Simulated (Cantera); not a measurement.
Feed: 1 mol Si₃N₄, 0.13 mol O₂, 18 mol H₂, equilibrated at 1573 K and 1.00 bar.

Method: chemical equilibrium by Gibbs-energy minimisation in Cantera with the NASA 1993 tables (ideal gas, pure condensed phases). Candidate condensed phases: H₂O, Si, SiO₂, Si₂N₂O, Si₃N₄; 35 gas species. Mutual solubility and eutectic melting of coexisting phases are not modelled. Equilibrium is a limit: real reactors are often held back by kinetics, nucleation or transport.

Base state: H₂ 0.995, N₂ 0.00479, H 4.06e-5 (mole fractions); condensed: Si₂N₂O(s) + Si₃N₄(s).

What changes in the equilibrium state with this change: O₂ from 0.13 to 0.0032 mol?


```csv
species,before,after
H₂,0.995,1.000
N₂,0.00479,0.000186
H,4.06e-5,4.07e-5
"Si₂N₂O(s), mol",0.260,0.00632
"Si₃N₄(s), mol",0.827,0.995
"Si(s), mol",0,0.00171
```
